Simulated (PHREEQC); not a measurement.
Copper plating or etch bath (model solution)

Solution (75 °C): 0.016 mol Cu(NO3)2 and 8.4e-05 mol H2SO4 per kg of water. Closed to the air; pH follows from the charge balance.

Computed with PHREEQC (ion-association model, wateq4f.dat).

Each row changes one thing in this solution. Precipitation was switched off in this run.

```
case                                                  pH  ionic strength (mol/kgw)  SO4-2 (mol/kgw)  HSO4- (mol/kgw)
--------------------------------------------------  ----  ------------------------  ---------------  ---------------
as made                                             3.78                    0.0481          4.47e-5          1.36e-6
Cu(NO3)2 from 0.016 to 0.032 mol/kgw                3.72                    0.0960          3.95e-5          1.19e-6
Cu(NO3)2 replaced by Pb(NO3)2 at the same molality  3.85                    0.0430          3.37e-5          9.16e-7
H2SO4 from 8.4e-05 to 0.000168 mol/kgw              3.54                    0.0482          8.84e-5          4.70e-6
temperature from 75 to 90 °C                        3.72                    0.0481          4.38e-5          2.31e-6
0.016 mol/kgw H3PO4 added                           2.21                    0.0553          2.91e-5          3.22e-5
temperature from 75 to 20 °C                        3.84                    0.0481          4.88e-5          3.50e-7
Cu(NO3)2 from 0.016 to 0.08 mol/kgw                 3.58                     0.240          3.46e-5          1.09e-6
0.0031 mol/kgw KCl added                            3.79                    0.0504          4.53e-5          1.35e-6
```

Species that the database lacks are ignored. Some of these states are supersaturated (in Anglesite, for instance). Constants without temperature data keep their 25 °C values here.
